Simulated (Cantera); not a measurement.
# Equilibrium for hydrogen reduction and annealing atmospheres: PbS + H2 + N2

Feed: 1 mol PbS, 1200 mol H2, 0.45 mol N2, at 8.60 bar.

Equilibrium computed with Cantera from the NASA thermochemical tables; the gas is ideal and each condensed phase is pure. Candidate condensed phases: Pb, PbS, S; 18 gas species. Kinetics and transport are ignored.

From 877 °C to 1102 °C the condensed part is Pb(l). From 1177 °C to 1627 °C nothing is condensed. The main Pb-bearing gas is Pb throughout.

```json
[
 {"T (°C)": "877", "x H2": "0.999", "x H2S": "0.000828", "x Pb": "3.37e-5", "x N2": "0.000355", "n Pb(l)": "0.954"},
 {"T (°C)": "952", "x H2": "0.999", "x H2S": "0.000821", "x Pb": "0.000109", "x N2": "0.000361", "n Pb(l)": "0.855"},
 {"T (°C)": "1027", "x H2": "0.998", "x H2S": "0.000806", "x Pb": "0.000305", "x N2": "0.000365", "n Pb(l)": "0.602"},
 {"T (°C)": "1102", "x H2": "0.998", "x H2S": "0.000780", "x Pb": "0.000763", "x N2": "0.000367", "n Pb(l)": "0.0201"},
 {"T (°C)": "1177", "x H2": "0.998", "x H2S": "0.000786", "x Pb": "0.000787", "x N2": "0.000369", "n Pb(l)": "0"},
 {"T (°C)": "1252", "x H2": "0.998", "x H2S": "0.000792", "x Pb": "0.000793", "x N2": "0.000370", "n Pb(l)": "0"},
 {"T (°C)": "1327", "x H2": "0.998", "x H2S": "0.000795", "x Pb": "0.000798", "x N2": "0.000371", "n Pb(l)": "0"},
 {"T (°C)": "1402", "x H2": "0.998", "x H2S": "0.000797", "x Pb": "0.000802", "x N2": "0.000371", "n Pb(l)": "0"},
 {"T (°C)": "1477", "x H2": "0.998", "x H2S": "0.000797", "x Pb": "0.000805", "x N2": "0.000372", "n Pb(l)": "0"},
 {"T (°C)": "1552", "x H2": "0.998", "x H2S": "0.000795", "x Pb": "0.000808", "x N2": "0.000372", "n Pb(l)": "0"},
 {"T (°C)": "1627", "x H2": "0.998", "x H2S": "0.000791", "x Pb": "0.000811", "x N2": "0.000373", "n Pb(l)": "0"}
]
```
x: gas mole fraction; n: condensed amount in mol.
